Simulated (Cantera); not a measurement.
# Reactions in the system Cu-H-N-O

Cantera with NASA thermochemical tables; ideal gases at 1 bar, condensed phases pure. Values are per mole of reaction as written; species without (g) are pure solids or liquids, kept so even where they would boil at 1 bar.

12 Cu + 3 H₂O₂(g) + N₂(g) ⇌ 6 Cu₂O + 2 NH₃(g)

```
T (K)  ΔH° (kJ)  ΔS° (J/K)  ΔG° (kJ)  log10 K  condensed phases
-----  --------  ---------  --------  -------  ----------------
300      -707.2     -353.2    -601.3   104.69    Cu(s), Cu₂O(s)
2500     -345.7     -124.9     -33.5     0.70    Cu(l), Cu₂O(l)
2575     -338.9     -122.2     -24.2     0.49    Cu(l), Cu₂O(l)
2650     -332.1     -119.6     -15.1     0.30    Cu(l), Cu₂O(l)
2725     -325.3     -117.1      -6.2     0.12    Cu(l), Cu₂O(l)
2800     -318.5     -114.6       2.4    -0.05    Cu(l), Cu₂O(l)
2875     -311.7     -112.2      10.9    -0.20    Cu(l), Cu₂O(l)
```
